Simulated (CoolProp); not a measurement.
Computed with CoolProp (reference Helmholtz-energy equation of state, Lemmon 2006). It is a short technical equation, of lower accuracy than the large ones.

Task: For carbon monoxide, give the phase and the cp (kJ/(kg K)), Joule-Thomson coefficient (K/MPa) at -159.85 °C and 1.62 bar; -159.85 °C and 75.4 bar.

Result: 
- -159.85 °C and 1.62 bar: gas; cp 1.08, Joule-Thomson coefficient 14.1
- -159.85 °C and 75.4 bar: liquid; cp 2.25, Joule-Thomson coefficient -0.0822
